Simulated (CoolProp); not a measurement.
Vapour-liquid equilibrium of isobutene (1) + n-octane (2) at 0.244 MPa; x and y are mole fractions of (1).

Computed with CoolProp (multi-fluid Helmholtz-energy mixture model, Lemmon 2005 and Beckmüller 2019; pair parameters Bell 2016).

Q: Give the bubble temperature and the first vapour's composition at x = 0.575, 0.8, 0.95. Is there an azeotrope?

A: x = 0.575: 311.0 K, y = 0.992; x = 0.8: 298.7 K, y = 0.998; x = 0.95: 292.7 K, y = 1.000. No azeotrope shows between x = 0.05 and 0.95.

The pair parameters rest on a limited set of measurements; away from them the model extrapolates.
